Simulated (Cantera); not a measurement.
# Thermodynamics of abatement and gas-phase synthesis, feed CS2 + H2 + SO2

A closed system holds: 1 mol CS2, 0.44 mol H2, 0.039 mol SO2, held at 1177 °C and 1.10e7 Pa.

Cantera equilibrium calculation (NASA polynomials, part measured and part estimated; ideal gas, pure solids and liquids). Candidate condensed phases: C, C6H6, C7H8, C8H18, H2O, H2SO4, S; 123 gas species. The ideal-gas law is rough above about 30 bar. Kinetics and transport are ignored.

```yaml
x(CS2): 0.512
x(H2S): 0.312
x(S2): 0.0957
x(CO): 0.0391
x(H2): 0.0206
x(COS): 0.0195
x(SH): 0.000586
x(H2O): 0.000221
x(CO2): 0.000176
n(C(graphite)): 0.248 mol
gas_amount: 1.318 mol
log10 activity of S(l) (absent): -0.65
```
